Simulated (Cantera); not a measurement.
Input: 1 mol c-C4F8, 0.18 mol Si, equilibrated at 3275 °C and 1.33 mbar.

Equilibrium computed with Cantera from the NASA thermochemical tables; the gas is ideal and each condensed phase is pure. Candidate condensed phases: C, Si, SiC; 23 gas species. The feed counts by its element totals alone. The tables' values for SiF, SiF2, SiF3 are old estimates; treat these amounts as uncertain. The numbers say what is thermodynamically allowed, not how fast it happens.

Base state: F 0.685, C 0.245, C2 0.0223, CF 0.0161, C3 0.0156, Si 0.0131, SiF 0.00201, SiF2 0.000576 (mole fractions); condensed: gas only.

Question: What changes in the equilibrium state with this change: c-C4F8 replaced by CF4?

Answer: 
```json
[
 {"species": "F", "before": "0.685", "after": "0.781"},
 {"species": "C", "before": "0.245", "after": "0.157"},
 {"species": "Si", "before": "0.0131", "after": "0.0291"},
 {"species": "C3", "before": "0.0156", "after": "0.00414"},
 {"species": "C2", "before": "0.0223", "after": "0.00922"},
 {"species": "CF", "before": "0.0161", "after": "0.0118"},
 {"species": "C4", "before": "1.58e-5", "after": "2.71e-6"},
 {"species": "SiF3", "before": "1.74e-5", "after": "5.75e-5"}
]
```
